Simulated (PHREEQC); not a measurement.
A solution holds 1.9 mol/kgw KOH, 0.00024 mol/kgw CO2 and 0.0053 mol/kgw (CH3)4NCl, at 25 °C. Closed to the air; pH follows from the charge balance.

All values are PHREEQC results (ion-association model, wateq4f.dat), not measurements.

Each row changes one thing in this solution. No solid was allowed to form.

| case | pH | HCO3- (mol/kgw) |
|---|---|---|
| as made | 14.04 | 1.15e-8 |
| temperature from 25 to 50 °C | (withheld) | 4.15e-8 |
| diluted 100-fold with water | (withheld) | 2.08e-8 |
| diluted 10-fold with water | (withheld) | 1.58e-8 |
| (CH3)4NCl left out | 14.04 | 1.15e-8 |
| KOH left out | 4.99 | 1.09e-5 |

### Question
What belongs in the gaps?

### Answer

- temperature from 25 to 50 °C, pH: 13.30
- diluted 100-fold with water, pH: 12.22
- diluted 10-fold with water, pH: 13.13

The ionic strength passes 0.7 mol/kgw, the rough limit of the ion-association models, in as made; temperature from 25 to 50 °C; (CH3)4NCl left out. (CH3)4N+ isn't in the database: it is added as a free cation with an ion size of 4 Å. Constants without temperature data keep their 25 °C values here.
